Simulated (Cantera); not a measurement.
Input (Python, Cantera) and output of one run.

```python
import numpy as np
import cantera as ct

gas_names = """
    Cs CsO CsOH Cs2 Cs2O Cs2O2H2 H HO2 H2 H2O H2O2 O OH O2 O3
""".split()
cond_names = """
    Cs(cr) Cs(L) CsOH(a) CsOH(b) CsOH(c) CsOH(L) H2O(s) H2O(L)
""".split()


def load(file, names, dense=False):
    # The tables refer to 1 bar. Condensed volumes are neglected.
    table = {s.name: s for s in ct.Species.list_from_file(file)}
    out = []
    for n in names:
        d = dict(table[n].input_data)
        d["thermo"] = dict(d["thermo"], **{"reference-pressure": 1e5})
        if dense:
            d["equation-of-state"] = {"model": "constant-volume", "density": "1e6 g/cm^3"}
        out.append(ct.Species.from_dict(d))
    return out


gas = ct.Solution(thermo="ideal-gas", species=load("nasa_gas.yaml", gas_names))
cond = {s.name: ct.Solution(thermo="fixed-stoichiometry", species=[s], name=s.name)
        for s in load("nasa_condensed.yaml", cond_names, dense=True)}
atoms = {
    'CsOH': {'Cs': 1, 'O': 1, 'H': 1},
    'H2': {'H': 2},
}
top_T = {}  # K; cautious upper limits of use, not melting points


def equilibrate(T, P, feed):
    n = {}
    for name, mol in feed.items():
        for a, k in atoms[name].items():
            n[a] = n.get(a, 0.0) + k * mol
    gas.TPX = T, P, n
    mass = sum(n.values()) * gas.mean_molecular_weight
    gas.equilibrate("TP")
    valid = [c for c in cond.values() if c.min_temp <= T <= top_T.get(c.name, c.max_temp)]
    mix = ct.Mixture([(gas, mass / gas.mean_molecular_weight)] + [(c, 0.0) for c in valid])
    mix.T, mix.P = T, P
    mix.equilibrate("TP", solver="vcs", rtol=1e-11, max_steps=5000)
    return mix


results = []
T = 1573.15  # K
P = 1000  # Pa
for m in [0.17, 0.27, 0.42, 0.66, 1, 1.6, 2.6, 4, 6.3, 9.9]:
    feed = {'CsOH': 1, 'H2': m}  # mol
    mix = equilibrate(T, P, feed)
    results.append((T, P, feed, dict(zip(mix.species_names, mix.species_moles))))

top = {s: max(r[3][s] / sum(r[3][g] for g in gas_names) for r in results) for s in gas_names}
cols = sorted((s for s in top if top[s] > 0.001), key=lambda s: -top[s])[:7]
seen = [c for c in cond_names if any(r[3].get(c, 0) > 1e-12 for r in results)]
print("log10 of partial pressures in bar; condensed amounts in mol")
print(f"{'n(H2)':>10s}" + "".join(f"{s[:9]:>10s}" for s in cols + seen))
for T, P, feed, n in results:
    ng = sum(n[g] for g in gas_names)
    print(f"{feed['H2']:10.4g}" + "".join(f"{np.log10(max(n[s] / ng * P / 1e5, 1e-99)):10.3f}" for s in cols)
          + "".join(f"{n.get(c, 0):10.4g}" for c in seen))
```

Result:

```
log10 of partial pressures in bar; condensed amounts in mol
     n(H2)        H2      CsOH        Cs       H2O
      0.17    -3.645    -2.260    -2.669    -2.669
      0.27    -3.205    -2.354    -2.606    -2.606
      0.42    -2.901    -2.457    -2.581    -2.581
      0.66    -2.667    -2.579    -2.584    -2.584
         1    -2.501    -2.714    -2.610    -2.610
       1.6    -2.356    -2.897    -2.665    -2.665
       2.6    -2.245    -3.123    -2.750    -2.750
         4    -2.173    -3.356    -2.849    -2.849
       6.3    -2.117    -3.632    -2.973    -2.973
       9.9    -2.078    -3.936    -3.116    -3.116
```

Equilibrium computed with Cantera from the NASA thermochemical tables; the gas is ideal and each condensed phase is pure.
